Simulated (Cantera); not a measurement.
Standard-state values (1 bar) from the NASA 1993 polynomials, evaluated with Cantera. Values are per mole of reaction as written; species without (g) are pure solids or liquids, kept so even where they would boil at 1 bar.

Ba(OH)2 → H2O(g) + O(g) + Ba

```csv
T (K),ΔH° (kJ),ΔS° (J/K),ΔG° (kJ),log10 K
1425,904.5,235.7,568.7,-20.84
1625,898.0,231.4,522.0,-16.78
1825,…,…,…,…
2025,886.0,224.8,430.8,-11.11
2225,…,…,…,…
```

**Question.** Fill in the missing entries.

**Answer.** 
- 1825, ΔH° (kJ): 891.9
- 1825, ΔS° (J/K): 227.8
- 1825, ΔG° (kJ): 476.1
- 1825, log10 K: -13.63
- 2225, ΔH° (kJ): 880.5
- 2225, ΔS° (J/K): 222.2
- 2225, ΔG° (kJ): 386.1
- 2225, log10 K: -9.06
